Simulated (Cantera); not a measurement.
**HMDSO + NO + H2 + CO2 + NH3 (silicon oxide and oxynitride deposition)**

Charge: 1 mol HMDSO, 9.4 mol NO, 88 mol H2, 1.9 mol CO2, 1.2 mol NH3, equilibrated at 1.33 mbar.

These are equilibrium values from Cantera (NASA tables, ideal gas, pure condensed phases), not measurements of a reactor. Candidate condensed phases: C, C6H6, C7H8, C8H18, H2O, Si, SiC, SiO2, Si2N2O, Si3N4; 151 gas species. The feed counts by its element totals alone. The tables hold silica as quartz up to 1696 K and as liquid above; real silica turns to tridymite and cristobalite and melts near 1996 K. The numbers say what is thermodynamically allowed, not how fast it happens.

```
T (K)  log p H2  log p CO  log p N2  log p H  log p H2O  log p SiO  log p CO2  n SiO2(β-quartz)  n SiO2(condensed)
-----  --------  --------  --------  -------  ---------  ---------  ---------  ----------------  -----------------
998       -2.94     -4.04     -4.20   -10.14      -4.61       <-14      -5.55              2.00                  0
1098      -2.94     -4.04     -4.20    -9.08      -4.60     -14.07      -5.70              2.00                  0
1198      -2.94     -4.03     -4.20    -8.19      -4.59     -11.90      -5.82              2.00                  0
1298      -2.94     -4.03     -4.20    -7.44      -4.58     -10.07      -5.92              2.00                  0
1398      -2.94     -4.03     -4.20    -6.79      -4.58      -8.50      -6.01              2.00                  0
1498      -2.94     -4.03     -4.20    -6.23      -4.58      -7.16      -6.08              1.99                  0
1598      -2.94     -4.03     -4.20    -5.74      -4.56      -5.99      -6.13              1.91                  0
1698      -2.95     -4.03     -4.20    -5.31      -4.46      -5.07      -6.08                 0               1.27
1798      -2.96     -4.04     -4.21    -4.93      -4.31      -4.63      -5.97                 0                  0
1898      -2.97     -4.04     -4.21    -4.59      -4.31      -4.64      -6.01                 0                  0
1998      -2.98     -4.05     -4.22    -4.28      -4.32      -4.64      -6.05                 0                  0
```
log p: log10 of the partial pressure in bar; n: condensed amount in mol.

From 998 K to 1598 K the condensed part is SiO2(β-quartz). At 1698 K the condensed part is SiO2(condensed). From 1798 K to 1998 K nothing is condensed.
